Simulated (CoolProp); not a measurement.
2000 sccm (0 °C, 1 atm) of nitrogen bubbles through liquid ethanol at 277 K and leaves saturated at a total pressure of 0.0485 MPa (ideal gas phase). Each further row changes one setting.

Model: reference Helmholtz-energy equation of state, Schroeder 2014, in CoolProp.

```json
[
 {"case": "as stated", "vapour pressure (kPa)": "2.09", "mole fraction of vapour": "___", "delivery (mg/min)": "___", "delivery (sccm)": "___", "change of delivery for a bath 1 K warmer (%)": "___"},
 {"case": "bath temperature 282 K", "vapour pressure (kPa)": "2.92", "mole fraction of vapour": "0.0602", "delivery (mg/min)": "263", "delivery (sccm)": "128", "change of delivery for a bath 1 K warmer (%)": "7.2"},
 {"case": "total pressure 0.097 MPa", "vapour pressure (kPa)": "2.09", "mole fraction of vapour": "0.0216", "delivery (mg/min)": "___", "delivery (sccm)": "___", "change of delivery for a bath 1 K warmer (%)": "7.2"}
]
```

Some entries are withheld; supply them.


- as stated, mole fraction of vapour: 0.0431
- as stated, delivery (mg/min): 185
- as stated, delivery (sccm): 90.1
- as stated, change of delivery for a bath 1 K warmer (%): 7.4
- total pressure 0.097 MPa, delivery (mg/min): 90.6
- total pressure 0.097 MPa, delivery (sccm): 44.1
